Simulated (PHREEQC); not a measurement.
0.15 g of hydrous ferric oxide (600 m²/g; 0.2 weak and 0.005 strong sites per Fe, Dzombak-Morel constants, diffuse double layer) in 1 kg of water with 0.001 mol/kgw of an inert sodium salt and 4.2e-06 mol/kgw CuSO4, at 25 °C; the pH is set by adding NaOH or the inert anion's acid. Oxygen alone is held at its pressure in air (log pO2 = -0.68). No CO2 enters from the air. Precipitation was switched off in this run.

Base run: PHREEQC, ion-association model, wateq4f.dat. Each further column changes one thing. The table gives Cu sorbed (%).

```
pH    base  no electrostatic term (-no_edl)  background salt from 0.001 to 0.0001 mol/kgw  oxide from 0.15 to 0.75 g/kgw  5.8e-05 mol/kgw NiCl2 added
----  ----  -------------------------------  --------------------------------------------  -----------------------------  ---------------------------
3      0.0                              0.0                                           0.0                            0.1                          0.0
3.5    0.2                              0.3                                           0.1                            0.9                          0.2
4.5    8.4                             24.1                                           6.6                           31.2                          8.6
5     39.1                             72.6                                          34.8                           77.1                         39.2
5.5   81.6                             96.0                                          80.0                           96.5                         80.7
6.5   99.6                             99.9                                          99.6                           99.9                         98.9
7     99.9                            100.0                                          99.9                          100.0                         99.5
7.5   99.9                            100.0                                          99.9                          100.0                         99.4
8.5   99.9                             99.8                                          99.9                          100.0                         99.2
9     99.9                             99.2                                          99.9                          100.0                         99.2
9.5   99.9                             94.7                                          99.9                          100.0                         99.1
10.5  99.9                             22.4                                          99.9                          100.0                         98.9
11    99.9                              3.0                                          99.9                          100.0                         98.5
```

The database's constant for dissolved Cu(OH)2 is higher than later reviews accept. The oxide is taken as insoluble; below pH 4 it would dissolve.
